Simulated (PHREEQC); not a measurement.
## Alkaline etch or developer (model solution)

A solution holds 0.032 mol/kgw KOH, at 55 °C. Closed to the air; pH follows from the charge balance.

Model: ion-association model, phreeqc.dat, run in PHREEQC.

Precipitation was switched off in this run.

Problem. Predict the pH, specific conductance.

Solution. pH 11.56; specific conductance 13600 µS/cm.

Complexes and solids missing from the database can't appear. At this temperature some constants are extrapolated from 25 °C, and those without enthalpy data are left unchanged.
